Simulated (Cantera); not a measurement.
Feed: 1 mol FeCl₃, 4 mol O₂, 0.5 mol H₂, at 0.110 Pa.

Method: chemical equilibrium by Gibbs-energy minimisation in Cantera with the NASA 1993 tables (ideal gas, pure condensed phases). Candidate condensed phases: Fe, FeCl₂, FeCl₃, FeO, Fe(OH)₂, Fe(OH)₃, Fe₂O₃, Fe₃O₄, H₂O; 22 gas species. Kinetics and transport are ignored.

Which condensed phases are stable at each of these points (T (K)): 1398, 1498, 1598, 1698, 1798, 1898, 1998?


| T (K) | condensed phases | Fe condensed (%) |
|---|---|---|
| 1398 | Fe₃O₄(s) | 47.5 |
| 1498 | Fe₃O₄(s) | 48.0 |
| 1598 | Fe₃O₄(s) | 45.5 |
| 1698 | gas only | 0.0 |
| 1798 | gas only | 0.0 |
| 1898 | gas only | 0.0 |
| 1998 | gas only | 0.0 |

From 1398 K to 1598 K the condensed part is Fe₃O₄(s). From 1698 K to 1998 K nothing is condensed.
